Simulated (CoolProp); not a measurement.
Vapour-liquid equilibrium of CH2F2 (R32) (1) + R152A (2) at 16 bar; x and y are mole fractions of (1).

Values from CoolProp's multi-fluid Helmholtz-energy mixture model, Tillner-Roth 1997 and Outcalt 1996; pair parameters Bell 2016.

| x | bubble temperature, mixture model (K) | bubble temperature, Raoult's law (K) | y, mixture model | y, Raoult's law |
|---|---|---|---|---|
| 0.05 | 333.0 | 332.6 | 0.093 | 0.121 |
| 0.15 | 327.6 | 326.6 | 0.259 | 0.319 |
| 0.25 | 322.7 | 321.4 | 0.400 | 0.472 |
| 0.35 | 318.2 | 316.9 | 0.522 | 0.593 |
| 0.45 | 314.0 | 312.8 | 0.626 | 0.691 |
| 0.55 | 310.2 | 309.1 | 0.716 | 0.771 |
| 0.65 | 306.7 | 305.8 | 0.794 | 0.838 |
| 0.75 | 303.4 | 302.7 | 0.862 | 0.894 |
| 0.85 | 300.3 | 299.9 | 0.922 | 0.941 |
| 0.95 | 297.5 | 297.3 | 0.976 | 0.982 |

The largest gap from Raoult's law is +1.3 K in bubble temperature, at x = 0.35. No azeotrope shows between x = 0.05 and 0.95.

Pair parameters are fitted to limited data, so mixtures are less certain than the pure fluids.
